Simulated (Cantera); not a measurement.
A perfectly stirred reactor is fed with CH₄ : CO : O₂ : N₂ : CO₂ = 1 : 0.093 : 1.36 : 5.13 : 0.17 (molar parts), at 1.01 bar; it is adiabatic with a 300 K inlet, and is followed from long to short residence time, starting on the burning branch (τ in s: 0.21, 0.088, 0.037, 0.016, 0.0067, 0.0028, 0.0012, 0.00051, 0.00022, 9.2e-05, 3.9e-05).

Computed with Cantera and GRI-Mech 3.0 (53 species, 325 reactions).

x: mole fraction; the columns are a selection and need not sum to one.

| τ (s) | T (K) | x CH₄ | x CO | x O₂ | x HCN | x O | x HO₂ | x CH₂ |
|---|---|---|---|---|---|---|---|---|
| 0.21 | 1869 | 0.00173 | 0.0898 | 0.000259 | 3.61e-5 | 3.96e-7 | 3.97e-8 | 5.59e-7 |
| 0.088 | 1870 | 0.00231 | 0.0879 | 0.000513 | 4.49e-5 | 7.77e-7 | 8.70e-8 | 1.11e-6 |
| 0.037 | 1868 | ? | 0.0862 | ? | 5.13e-5 | ? | ? | ? |
| 0.016 | 1860 | 0.00342 | 0.0851 | 0.00177 | 5.41e-5 | 3.28e-6 | 4.12e-7 | 3.92e-6 |
| 0.0067 | 1844 | 0.00415 | 0.0845 | 0.00329 | 5.01e-5 | 6.98e-6 | 9.63e-7 | 6.87e-6 |
| 0.0028 | 1809 | 0.00557 | 0.0844 | 0.00665 | 3.37e-5 | 1.46e-5 | 2.55e-6 | 1.06e-5 |
| 0.0012 | 300 | 0.129 | 0.0120 | 0.175 | <1e-12 | <1e-12 | <1e-12 | <1e-12 |
| 0.00051 | 300 | 0.129 | 0.0120 | 0.175 | <1e-12 | <1e-12 | <1e-12 | <1e-12 |
| 0.00022 | 300 | 0.129 | 0.0120 | 0.175 | <1e-12 | <1e-12 | <1e-12 | <1e-12 |
| 9.2e-5 | 300 | 0.129 | 0.0120 | 0.175 | <1e-12 | <1e-12 | <1e-12 | <1e-12 |
| 3.9e-5 | 300 | 0.129 | 0.0120 | 0.175 | <1e-12 | <1e-12 | <1e-12 | <1e-12 |

Q: Fill in the missing entries.

A: 
- 0.037, x CH₄: 0.00288
- 0.037, x O₂: 0.000975
- 0.037, x O: 1.60e-6
- 0.037, x HO₂: 1.90e-7
- 0.037, x CH₂: 2.15e-6
